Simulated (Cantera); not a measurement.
Input: 1 mol SiF4, 3.4 mol H2O, 2.3 mol H2, held at 13.3 mbar.

These are equilibrium values from Cantera (NASA tables, ideal gas, pure condensed phases), not measurements of a reactor. Candidate condensed phases: H2O, Si, SiO2; 38 gas species. The tables hold silica as quartz up to 1696 K and as liquid above; real silica turns to tridymite and cristobalite and melts near 1996 K. Equilibrium is a limit: real reactors are often held back by kinetics, nucleation or transport.

Q: What share of the Si ends up in condensed phases as a function of T (K), at 748, 948, 1148, 1348, 1548, 1748, 1948?

A: 
```tsv
T (K)	Si condensed (%)	as
748	39.7	SiO2(α-quartz)
948	71.4	SiO2(β-quartz)
1148	90.1	SiO2(β-quartz)
1348	97.1	SiO2(β-quartz)
1548	99.1	SiO2(β-quartz)
1748	99.5	SiO2(condensed)
1948	96.9	SiO2(condensed)
```
